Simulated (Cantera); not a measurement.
Input (Python, Cantera) and output of one run.

```python
import numpy as np
import cantera as ct

gas_names = """
    H H2 N NH NH2 NH3 N2 N2H2 N2H4 Zr ZrN
""".split()
cond_names = """
    Zr(a) Zr(b) Zr(L) ZrN(s) ZrN(L)
""".split()


# ... load() reads the species with a 1 bar reference pressure and builds the phases ...
atoms = {
    'Zr': {'Zr': 1},
    'NH3': {'N': 1, 'H': 3},
    'H2': {'H': 2},
    'N2': {'N': 2},
}
top_T = {}  # K; cautious upper limits of use, not melting points


# ... equilibrate(T, P, feed) seeds the gas with the atoms and calls Mixture.equilibrate('TP', solver="vcs", rtol=1e-11, max_steps=5000) ...
results = []
feed = {'Zr': 1, 'NH3': 0.67, 'H2': 270, 'N2': 0.82}  # mol
T = 2523  # K
for P in [0.1, 1, 10, 100, 1000, 10000, 100000, 1000000]:
    mix = equilibrate(T, P, feed)
    results.append((T, P, feed, dict(zip(mix.species_names, mix.species_moles))))
    x = sorted(zip(gas.X, gas.species_names), reverse=True)
    print(f"T = {T:g} K  P = {P:g} Pa  gas = {mix.phase_moles(0):.4g} mol")
    print("   x: " + "  ".join(f"{s} {v:.3e}" for v, s in x if v > 0.0001))
    print("   condensed (mol): " + ("  ".join(f"{mix.phase(i).name} {mix.phase_moles(i):.4g}"
          for i in range(1, mix.n_phases) if mix.phase_moles(i) > 1e-12) or "none"))
```

Result:

```
T = 2523 K  P = 0.1 Pa  gas = 543.5 mol
   x: H 9.947e-01  N2 2.117e-03  Zr 1.840e-03  H2 1.281e-03
   condensed (mol): none
T = 2523 K  P = 1 Pa  gas = 537.4 mol
   x: H 9.835e-01  H2 1.252e-02  N2 2.146e-03  Zr 1.861e-03
   condensed (mol): none
T = 2523 K  P = 10 Pa  gas = 493.3 mol
   x: H 8.925e-01  H2 1.031e-01  N2 2.341e-03  Zr 2.027e-03
   condensed (mol): none
T = 2523 K  P = 100 Pa  gas = 382.4 mol
   x: H 5.715e-01  H2 4.229e-01  N2 3.020e-03  Zr 2.615e-03
   condensed (mol): none
T = 2523 K  P = 1000 Pa  gas = 309.1 mol
   x: H2 7.560e-01  H 2.417e-01  N2 2.188e-03  Zr 1.374e-04
   condensed (mol): ZrN(s) 0.9575
T = 2523 K  P = 10000 Pa  gas = 283.6 mol
   x: H2 9.137e-01  H 8.401e-02  N2 2.312e-03
   condensed (mol): ZrN(s) 0.9988
T = 2523 K  P = 100000 Pa  gas = 275.4 mol
   x: H2 9.702e-01  H 2.738e-02  N2 2.378e-03
   condensed (mol): ZrN(s) 1
T = 2523 K  P = 1e+06 Pa  gas = 272.9 mol
   x: H2 9.889e-01  H 8.740e-03  N2 2.398e-03
   condensed (mol): ZrN(s) 1
```

These are equilibrium values from Cantera (NASA tables, ideal gas, pure condensed phases), not measurements of a reactor. ZrN: taken at fixed stoichiometry.
